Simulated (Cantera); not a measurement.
**Ta₂O₅ + H₂ (hydrogen reduction and annealing atmospheres)**

Input: 1 mol Ta₂O₅, 1.8 mol H₂, at 1.00 bar.

Cantera equilibrium calculation (NASA polynomials, part measured and part estimated; ideal gas, pure solids and liquids). Candidate condensed phases: H₂O, Ta, Ta₂O₅; 12 gas species. Mutual solubility and eutectic melting of coexisting phases are not modelled. Condensed phases not in the tables: N, O or C dissolved in the metal. Rates play no part.

From 1025 °C to 1375 °C the condensed part is Ta₂O₅(s). From 1425 °C to 1675 °C the condensed part is Ta(s) + Ta₂O₅(s).

```csv
T (°C),log p H₂,log p H₂O,log p H,log p TaO₂,log p OH,log p TaO,n Ta₂O₅(s),n Ta(s)
1025,0.00,-4.85,-5.97,<-12,<-12,<-12,1.000,0
1075,0.00,-4.62,-5.64,<-12,<-12,<-12,1.000,0
1125,0.00,-4.41,-5.32,<-12,-11.44,<-12,1.000,0
1175,0.00,-4.22,-5.04,-11.82,-10.87,<-12,1.000,0
1225,0.00,-4.03,-4.76,-11.11,-10.35,-11.77,1.000,0
1275,0.00,-3.86,-4.51,-10.44,-9.85,-11.12,1.000,0
1325,0.00,-3.71,-4.27,-9.82,-9.39,-10.50,1.000,0
1375,0.00,-3.56,-4.05,-9.23,-8.96,-9.92,1.000,0
1425,0.00,-3.42,-3.84,-8.69,-8.55,-9.38,1.000,0.000274
1475,0.00,-3.29,-3.64,-8.17,-8.16,-8.87,1.000,0.000370
1525,0.00,-3.17,-3.45,-7.68,-7.80,-8.39,1.000,0.000490
1575,0.00,-3.05,-3.28,-7.23,-7.46,-7.94,1.000,0.000639
1625,0.00,-2.94,-3.11,-6.79,-7.14,-7.51,1.000,0.000822
1675,0.00,-2.84,-2.95,-6.38,-6.83,-7.10,0.999,0.00104
```
log p: log10 of the partial pressure in bar; n: condensed amount in mol.
